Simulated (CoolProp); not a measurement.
Vapour-liquid equilibrium of ethylbenzene (1) + p-xylene (2) at 2.31 bar; x and y are mole fractions of (1).

Model: multi-fluid Helmholtz-energy mixture model, Zhou 2012 and Zhou 2012; pair parameters Bell 2016, in CoolProp.

Question: Give the bubble temperature and the first vapour's composition at x = 0.05, 0.5, 0.65. Is there an azeotrope?

Answer: x = 0.05: 445.1 K, y = 0.053; x = 0.5: 443.9 K, y = 0.510; x = 0.65: 443.6 K, y = 0.659. No azeotrope shows between x = 0.05 and 0.95.

The pair parameters rest on a limited set of measurements; away from them the model extrapolates.
